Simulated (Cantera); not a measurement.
Input (Python, Cantera) and output of one run.

```python
import numpy as np
import cantera as ct

gas_names = """
    B BN BO BO2 B2 B2O B2O2 B2O3 N NO NO2 NO3 N2 N2O O O2 O3
""".split()
cond_names = """
    B(b) B(L) BN(s) B2O3(L)
""".split()


# ... load() reads the species with a 1 bar reference pressure and builds the phases ...
atoms = {
    'B2O3': {'B': 2, 'O': 3},
    'O2': {'O': 2},
    'N2': {'N': 2},
}
top_T = {'BN(s)': 3200}  # K; cautious upper limits of use, not melting points


# ... equilibrate(T, P, feed) seeds the gas with the atoms and calls Mixture.equilibrate('TP', solver="vcs", rtol=1e-11, max_steps=5000) ...
results = []
feed = {'B2O3': 1, 'O2': 0.48, 'N2': 1.1}  # mol
P = 120  # Pa
for T in [1748, 1848, 1948, 2048, 2148, 2248, 2348, 2448]:
    mix = equilibrate(T, P, feed)
    results.append((T, P, feed, dict(zip(mix.species_names, mix.species_moles))))
    x = sorted(zip(gas.X, gas.species_names), reverse=True)
    print(f"T = {T:g} K  P = {P:g} Pa  gas = {mix.phase_moles(0):.4g} mol")
    print("   x: " + "  ".join(f"{s} {v:.3e}" for v, s in x if v > 0.001))
    print("   condensed (mol): " + ("  ".join(f"{mix.phase(i).name} {mix.phase_moles(i):.4g}"
          for i in range(1, mix.n_phases) if mix.phase_moles(i) > 1e-12) or "none"))
```

It prints:

```
T = 1748 K  P = 120 Pa  gas = 2.596 mol
   x: N2 4.225e-01  B2O3 3.734e-01  O2 1.774e-01  BO2 2.346e-02  NO 2.332e-03
   condensed (mol): none
T = 1848 K  P = 120 Pa  gas = 2.608 mol
   x: N2 4.202e-01  B2O3 3.643e-01  O2 1.718e-01  BO2 3.811e-02  NO 3.218e-03  O 2.266e-03
   condensed (mol): none
T = 1948 K  P = 120 Pa  gas = 2.626 mol
   x: N2 4.168e-01  B2O3 3.514e-01  O2 1.636e-01  BO2 5.821e-02  O 5.187e-03  NO 4.246e-03
   condensed (mol): none
T = 2048 K  P = 120 Pa  gas = 2.654 mol
   x: N2 4.119e-01  B2O3 3.340e-01  O2 1.523e-01  BO2 8.392e-02  O 1.080e-02  NO 5.364e-03  BO 1.762e-03
   condensed (mol): none
T = 2148 K  P = 120 Pa  gas = 2.696 mol
   x: N2 4.048e-01  B2O3 3.111e-01  O2 1.373e-01  BO2 1.144e-01  O 2.062e-02  NO 6.483e-03  BO 5.345e-03
   condensed (mol): none
T = 2248 K  P = 120 Pa  gas = 2.762 mol
   x: N2 3.945e-01  B2O3 2.812e-01  BO2 1.470e-01  O2 1.188e-01  O 3.627e-02  BO 1.459e-02  NO 7.478e-03
   condensed (mol): none
T = 2348 K  P = 120 Pa  gas = 2.869 mol
   x: N2 3.792e-01  B2O3 2.418e-01  BO2 1.772e-01  O2 9.838e-02  O 5.912e-02  BO 3.595e-02  NO 8.215e-03
   condensed (mol): none
T = 2448 K  P = 120 Pa  gas = 3.049 mol
   x: N2 3.565e-01  BO2 1.970e-01  B2O3 1.897e-01  O 9.029e-02  BO 7.902e-02  O2 7.863e-02  NO 8.620e-03
   condensed (mol): none
```

Method: chemical equilibrium by Gibbs-energy minimisation in Cantera with the NASA 1993 tables (ideal gas, pure condensed phases).
